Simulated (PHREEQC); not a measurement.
HCl is added in steps, without added water, to 1 kg of water holding 0.0095 mol/kgw NiSO4 and 0.00024 mol/kgw Na2SO4, at 25 °C. Oxygen is held at 0.21 atm. CO2 from the air is kept out. Only these solids could form: Ni(OH)2, Ni4(OH)6SO4, Halite, Mirabilite, Morenosite.

Base run: PHREEQC, ion-association model, wateq4f.dat. Each further column changes one thing. The table gives HSO4- (mol/kgw).

| HCl added (mol) | base | all activity coefficients set to 1 | metal-ligand complexes left out | Davies equation for every ion | Debye-Hückel limiting law |
|---|---|---|---|---|---|
| 0 | 2.67e-7 | 3.29e-7 | 3.78e-7 | 2.62e-7 | 2.36e-7 |
| 0.0045 | 0.00111 | 0.00130 | 0.00132 | 0.00108 | 0.000993 |
| 0.00675 | 0.00159 | 0.00184 | 0.00187 | 0.00154 | 0.00141 |
| 0.01125 | 0.00240 | 0.00274 | 0.00281 | 0.00234 | 0.00213 |
| 0.01575 | 0.00308 | 0.00347 | 0.00356 | 0.00299 | 0.00272 |
| 0.018 | 0.00337 | 0.00379 | 0.00388 | 0.00328 | 0.00298 |
| 0.0225 | 0.00388 | 0.00433 | 0.00443 | 0.00378 | 0.00342 |
| 0.027 | 0.00432 | 0.00479 | 0.00488 | 0.00421 | 0.00380 |
| 0.02925 | 0.00452 | ? | 0.00507 | 0.00440 | 0.00396 |
| 0.03375 | 0.00487 | 0.00535 | 0.00541 | 0.00474 | 0.00426 |
| 0.03825 | 0.00517 | 0.00567 | ? | 0.00504 | 0.00451 |
| 0.0405 | 0.00531 | 0.00581 | ? | 0.00518 | 0.00462 |
| 0.045 | 0.00556 | 0.00607 | 0.00607 | 0.00543 | 0.00482 |

Complete the blanks.


- 0.02925, all activity coefficients set to 1: 0.00499
- 0.03825, metal-ligand complexes left out: 0.00570
- 0.0405, metal-ligand complexes left out: 0.00583
